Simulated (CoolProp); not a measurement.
Acetone along the isotherm 276.85 °C: Z from the reference equation and from simpler models built on Tc = 235.0 °C, pc = 4.692 MPa, ω = 0.307; each cubic takes its own stable root.

Computed with CoolProp (reference Helmholtz-energy equation of state, Lemmon 2006). It is a short technical equation, of lower accuracy than the large ones.

| p (MPa) | phase | reference | van der Waals | Redlich-Kwong | Soave-Redlich-Kwong | Peng-Robinson |
|---|---|---|---|---|---|---|
| 0.469 | gas | 0.9698 | 0.9751 | 0.9726 | 0.9739 | 0.9704 |
| 0.938 | gas | 0.9390 | 0.9491 | 0.9442 | 0.9471 | 0.9403 |
| 1.41 | gas | 0.9073 | 0.9217 | 0.9148 | 0.9194 | 0.9092 |
| 1.88 | gas | 0.8749 | 0.8931 | 0.8843 | 0.8909 | 0.8775 |
| 2.35 | gas | 0.8416 | 0.8629 | 0.8526 | 0.8613 | 0.8450 |
| 2.82 | gas | 0.8074 | 0.8307 | 0.8195 | 0.8307 | 0.8115 |
| 3.28 | gas | 0.7727 | 0.7969 | 0.7854 | 0.7995 | 0.7777 |
| 3.75 | gas | 0.7360 | 0.7595 | [?] | 0.7663 | 0.7420 |
| 4.22 | gas | 0.6978 | [?] | 0.7093 | 0.7314 | [?] |
| 4.69 | gas | [?] | 0.6718 | 0.6672 | 0.6948 | 0.6666 |
| 5.16 | supercritical | 0.6159 | [?] | [?] | 0.6564 | 0.6267 |
| 5.63 | supercritical | 0.5714 | 0.5533 | 0.5719 | 0.6161 | 0.5857 |
| 6.1 | supercritical | 0.5242 | [?] | 0.5193 | 0.5749 | 0.5442 |
| 6.57 | supercritical | 0.4740 | 0.4305 | 0.4691 | 0.5346 | 0.5044 |
| 7.04 | supercritical | 0.4224 | 0.4150 | 0.4321 | 0.4993 | 0.4697 |

**Question.** Complete the blanks.

**Answer.** 
- 3.75, Redlich-Kwong: 0.7485
- 4.22, van der Waals: 0.7182
- 4.22, Peng-Robinson: 0.7050
- 4.69, reference: 0.6579
- 5.16, van der Waals: 0.6179
- 5.16, Redlich-Kwong: 0.6215
- 6.1, van der Waals: 0.4799
